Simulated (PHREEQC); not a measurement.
1 kg of water holding 0.25 mol Na2SO4, 0.018 mol KCl and 0.015 mol NaCl is evaporated at 30 °C; the solids stay in contact with the brine. CO2 from the air is kept out. Solids allowed: Arcanite, Glaserite, Halite, Mirabilite, Misenite, Sylvite, Thenardite. Others were left out.

Base run: PHREEQC, Pitzer model, pitzer.dat. Each further column changes one thing. The table gives water activity.

| H2O removed (mol) | base | temperature from 30 to 5 °C | temperature from 30 to 25 °C |
|---|---|---|---|
| 0 | 0.989 | 0.989 | 0.989 |
| 18.01 | 0.984 | 0.985 | 0.984 |
| 30.18 | 0.978 | ___ | 0.978 |
| 38.4 | 0.968 | 0.981 | 0.968 |
| 46.01 | 0.944 | 0.977 | 0.945 |
| 49.09 | 0.917 | ___ | 0.923 |
| 51.17 | 0.880 | ___ | 0.909 |
| 52.58 | 0.849 | ___ | ___ |

Task: Fill in the missing entries.

Result: 
- 30.18, temperature from 30 to 5 °C: 0.982
- 49.09, temperature from 30 to 5 °C: 0.971
- 51.17, temperature from 30 to 5 °C: 0.956
- 52.58, temperature from 30 to 5 °C: 0.854
- 52.58, temperature from 30 to 25 °C: 0.828

 Constants without temperature data keep their 25 °C values here.
